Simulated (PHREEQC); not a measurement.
Dissolve 0.0021 mol/kgw Pb(NO3)2, 0.00017 mol/kgw NaNO3 and 5.8e-05 mol/kgw Na2SO4 at 94 °C. Closed to the air; pH follows from the charge balance.

Equilibrium calculation in PHREEQC: ion-association model, phreeqc.dat.

This is a speciation only: nothing precipitates in the calculation.

Q: Estimate the pH.

A: pH 5.27.

Q: In which forms is S present?

A: SO4-2 66 %, PbSO4 34 % of the S.

The solution is supersaturated, for example in Pb(OH)2, so a real one may precipitate; this is no full list. At this temperature some constants are extrapolated from 25 °C, and those without enthalpy data are left unchanged.
